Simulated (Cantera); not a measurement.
# Catalytic combustion on Pt

An isothermal plug-flow reactor at 650 K and 323 Torr (inlet), inlet velocity 0.053 m/s, active area per volume 1000 1/m; feed 0.615 % CO, 14.4 % O₂, 75.9 % N₂, 9.03 % H₂O.

Model: Deutschmann's 1995 Pt surface mechanism with GRI-Mech 3.0 gas chemistry, integrated in Cantera. Catalytic surfaces can have several steady states; this one follows from the mechanism file's or the stated starting coverage. Mass transfer to the wall is taken as infinitely fast.

```
z (m)        x CO   x O₂   x H₂O     x CO₂  θ free Pt   θ O*    θ OH*
-------  --------  -----  ------  --------  ---------  -----  -------
0.00026   0.00584  0.144  0.0904  0.000311    0.00584  0.989  0.00422
0.00057   0.00552  0.144  0.0904  0.000630    0.00556  0.990  0.00412
0.0012    0.00499  0.144  0.0904   0.00116    0.00518  0.991  0.00398
0.0026    0.00414  0.143  0.0904   0.00202    0.00470  0.991  0.00380
0.0057    0.00295  0.143  0.0905   0.00321    0.00422  0.992  0.00360
0.012     0.00168  0.142  0.0906   0.00449    0.00384  0.993  0.00344
0.026    0.000581  0.142  0.0906   0.00559    0.00359  0.993  0.00332
```
x: gas mole fraction; θ: surface coverage.
